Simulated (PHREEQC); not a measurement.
0.77 g of hydrous ferric oxide (600 m²/g; 0.2 weak and 0.005 strong sites per Fe, Dzombak-Morel constants, diffuse double layer) in 1 kg of water with 0.1 mol/kgw of an inert sodium salt, at 25 °C; the pH is set by adding NaOH or the inert anion's acid. Oxygen alone is held at its pressure in air (log pO2 = -0.68). The system is closed to CO2. Nothing may precipitate in this run.

Equilibrium calculation in PHREEQC: ion-association model, wateq4f.dat.

| pH | surface charge σ (C/m²) | surface potential ψ (mV) |
|---|---|---|
| 3 | 0.363 | 152 |
| 3.5 | [?] | [?] |
| 4 | 0.321 | [?] |
| 4.5 | [?] | 138 |
| 5 | 0.215 | [?] |
| 5.5 | 0.159 | 111 |
| 6 | 0.111 | [?] |
| 6.5 | 0.074 | [?] |
| 7 | 0.045 | 52 |
| 7.5 | 0.022 | 29 |
| 8 | 0.004 | 5 |
| 8.5 | -0.014 | -19 |
| 9 | -0.034 | -42 |
| 9.5 | -0.060 | [?] |
| 10 | -0.094 | -85 |
| 10.5 | -0.137 | -103 |
| 11 | -0.190 | -120 |

What belongs in the gaps?


- 3.5, surface charge σ (C/m²): 0.350
- 3.5, surface potential ψ (mV): 151
- 4, surface potential ψ (mV): 146
- 4.5, surface charge σ (C/m²): 0.273
- 5, surface potential ψ (mV): 126
- 6, surface potential ψ (mV): 93
- 6.5, surface potential ψ (mV): 74
- 9.5, surface potential ψ (mV): -65

The oxide is taken as insoluble; below pH 4 it would dissolve.
